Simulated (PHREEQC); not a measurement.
Solution (25 °C): 0.023 mol NH4Cl per kg of water. Closed to the air; pH follows from the charge balance.

Equilibrium calculation in PHREEQC: ion-association model, phreeqc.dat.

This is a speciation only: nothing precipitates in the calculation.

Problem. What pH, specific conductance does the model give?

Solution. pH 5.50; specific conductance 3130 µS/cm.

Species that the database lacks are ignored.
